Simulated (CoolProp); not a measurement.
Aqueous ethanol as a coolant, at -18 °C, 1 atm.

Values from CoolProp's Melinder's fits for secondary coolants.

| mass % | freezing point (°C) | cp (kJ/(kg K)) | Prandtl number | density (kg/m³) | viscosity (mPa s) |
|---|---|---|---|---|---|
| 29.2 | -19.4 | 4.112 | 226 | 973.1 | 21.4 |
| 33.6 | -23.6 | 3.953 | 235 | 969.1 | 22.0 |
| 37.9 | -27.6 | 3.797 | 234 | 964.0 | 21.7 |
| 42.3 | -31.5 | 3.646 | 224 | 957.5 | 20.6 |
| 46.7 | -35.1 | 3.505 | 209 | 949.9 | 19.0 |
